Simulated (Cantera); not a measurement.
Mixture: 21.3 % CO, 8.10 % H2, 9.81 % O2, 60.8 % N2, equivalence ratio 1.5, at 3800000 Pa, adiabatic and at constant pressure. Ignition delay is the time to a rise of 400 K.

Model: GRI-Mech 3.0 (53 species, 325 reactions), integrated in Cantera. The hydrogen kinetics of GRI-Mech 3.0 are dated; newer H2 mechanisms differ, most at raised pressure. The pressure lies above the range GRI-Mech 3.0 was tuned for (to about 10 atm). Below about 950 K walls govern HO2 and H2O2 in real vessels.

Question: Predict: delay at 925 K; delay at 1025 K; delay at 1125 K; delay at 1225 K; delay at 1325 K; delay at 1425 K; apparent activation energy between 1225 and 1425 K.

Answer: delay at 925 K: 15.3 ms
delay at 1025 K: 1.55 ms
delay at 1125 K: 0.229 ms
delay at 1225 K: 43.1 µs
delay at 1325 K: 9.39 µs
delay at 1425 K: 2.58 µs
apparent activation energy between 1225 and 1425 K: 200 kJ/mol
